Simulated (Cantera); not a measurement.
Feed: 1 mol CuO, 1.2 mol C, 0.51 mol CO, 2.6 mol CH₄, held at 2623 K and 4.50 Torr.

Equilibrium computed with Cantera from the NASA thermochemical tables; the gas is ideal and each condensed phase is pure. Candidate condensed phases: C, C₆H₆, C₇H₈, C₈H₁₈, Cu, CuO, Cu(OH)₂, Cu₂O, H₂O; 113 gas species. Equilibrium is a limit: real reactors are often held back by kinetics, nucleation or transport.

Base state: H₂ 0.384, H 0.337, CO 0.163, Cu 0.108, C₂H₂ (acetylene) 0.00681, C₂H 0.000550, C₃ 0.000512, C 0.000139 (mole fractions); condensed: C(graphite).

**Question.** What changes in the equilibrium state with this change: temperature from 2623 K to 1950 K?

**Answer.** 
```tsv
species	before	after
H₂	0.384	0.664
CO	0.163	0.195
Cu	0.108	0.129
H	0.337	0.0121
C₃	0.000512	1.30e-9
C	0.000139	1.68e-9
C₂	4.83e-5	<1e-9
C₂H	0.000550	1.04e-7
C₄H₂	5.01e-5	7.94e-8
C(graphite), mol	2.64	2.79
```

**Question.** What changes in the equilibrium state with this change: temperature from 2623 K to 2073 K?

**Answer.** 
| species | before | after |
|---|---|---|
| H₂ | 0.384 | 0.651 |
| CO | 0.163 | 0.193 |
| Cu | 0.108 | 0.128 |
| H | 0.337 | 0.0274 |
| C₂ | 4.83e-5 | 2.24e-9 |
| C₃ | 0.000512 | 2.61e-8 |
| C | 0.000139 | 2.31e-8 |
| C(graphite), mol | 2.64 | 2.79 |

**Question.** What changes in the equilibrium state with this change: pressure from 4.50 Torr to 750 Torr?

**Answer.** 
```json
[
 {"species": "H₂", "before": "0.384", "after": "0.635"},
 {"species": "CO", "before": "0.163", "after": "0.193"},
 {"species": "Cu", "before": "0.108", "after": "0.126"},
 {"species": "H", "before": "0.337", "after": "0.0336"},
 {"species": "C₂H₂ (acetylene)", "before": "0.00681", "after": "0.0113"},
 {"species": "CH₄", "before": "1.10e-7", "after": "5.02e-5"},
 {"species": "Cu₂", "before": "3.99e-6", "after": "0.000908"},
 {"species": "C₂", "before": "4.83e-5", "after": "2.90e-7"},
 {"species": "C₃", "before": "0.000512", "after": "3.07e-6"},
 {"species": "C", "before": "0.000139", "after": "8.33e-7"},
 {"species": "C(graphite), mol", "before": "2.64", "after": "2.62"}
]
```
